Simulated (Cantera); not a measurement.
# Adiabatic ignition

An adiabatic, constant-pressure homogeneous reactor starts with 36.8 % CO, 2.95 % H2, 12.0 % O2, 45.0 % N2, 3.24 % CO2, at 1823 K and 760 Torr.

Computed with Cantera and GRI-Mech 3.0 (53 species, 325 reactions).

```json
[
 {"t (s)": "1.00e-6", "T (K)": "1823", "x CO": "0.368", "x H2": "0.0295", "x O2": "0.120", "x H2O2": "9.30e-10", "x CO2": "0.0324"},
 {"t (s)": "2.93e-6", "T (K)": "1823", "x CO": "0.368", "x H2": "0.0295", "x O2": "0.120", "x H2O2": "2.73e-9", "x CO2": "0.0324"},
 {"t (s)": "8.58e-6", "T (K)": "1824", "x CO": "0.368", "x H2": "0.0275", "x O2": "0.118", "x H2O2": "2.79e-8", "x CO2": "0.0334"},
 {"t (s)": "2.51e-5", "T (K)": "1961", "x CO": "0.299", "x H2": "0.00313", "x O2": "0.0551", "x H2O2": "1.20e-7", "x CO2": "0.104"},
 {"t (s)": "7.37e-5", "T (K)": "2221", "x CO": "0.276", "x H2": "0.00381", "x O2": "0.0431", "x H2O2": "5.88e-8", "x CO2": "0.135"},
 {"t (s)": "0.000216", "T (K)": "2560", "x CO": "0.262", "x H2": "0.00389", "x O2": "0.0381", "x H2O2": "3.19e-8", "x CO2": "0.160"},
 {"t (s)": "0.000632", "T (K)": "2841", "x CO": "0.243", "x H2": "0.00353", "x O2": "0.0290", "x H2O2": "4.19e-8", "x CO2": "0.188"},
 {"t (s)": "0.00185", "T (K)": "2869", "x CO": "0.241", "x H2": "0.00353", "x O2": "0.0257", "x H2O2": "4.54e-8", "x CO2": "0.192"},
 {"t (s)": "0.00543", "T (K)": "2867", "x CO": "0.241", "x H2": "0.00354", "x O2": "0.0251", "x H2O2": "4.49e-8", "x CO2": "0.192"},
 {"t (s)": "0.0159", "T (K)": "2867", "x CO": "0.241", "x H2": "0.00355", "x O2": "0.0251", "x H2O2": "4.49e-8", "x CO2": "0.192"},
 {"t (s)": "0.0466", "T (K)": "2867", "x CO": "0.241", "x H2": "0.00355", "x O2": "0.0251", "x H2O2": "4.49e-8", "x CO2": "0.192"},
 {"t (s)": "0.137", "T (K)": "2867", "x CO": "0.241", "x H2": "0.00355", "x O2": "0.0251", "x H2O2": "4.49e-8", "x CO2": "0.192"},
 {"t (s)": "0.400", "T (K)": "2867", "x CO": "0.241", "x H2": "0.00355", "x O2": "0.0251", "x H2O2": "4.49e-8", "x CO2": "0.192"}
]
```
x: mole fraction; the columns are a selection and need not sum to one.

```json
{
  "time_of_steepest_temperature_rise": "15.5 µs",
  "temperature at 0.400 s": "2867 K",
  "equilibrium_temperature": "2867 K",
  "x(CO) at 0.400 s": "0.241 (gas-phase equilibrium 0.241)",
  "x(H2) at 0.400 s": "0.00355 (gas-phase equilibrium 0.00355)",
  "x(O2) at 0.400 s": "0.0251 (gas-phase equilibrium 0.0251)"
}
```
